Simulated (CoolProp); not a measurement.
Values from CoolProp's reference Helmholtz-energy equation of state, Zhou 2011.

### Question
For dimethyl carbonate, give the phase and the cp (kJ/(kg K)), Joule-Thomson coefficient (K/MPa) at 350.5 K and 0.104 MPa; 375.5 K and 0.104 MPa; 450.3 K and 0.104 MPa.

### Answer
- 350.5 K and 0.104 MPa: liquid; cp 1.93, Joule-Thomson coefficient -0.263
- 375.5 K and 0.104 MPa: gas; cp 1.40, Joule-Thomson coefficient 21.6
- 450.3 K and 0.104 MPa: gas; cp 1.57, Joule-Thomson coefficient 12.0
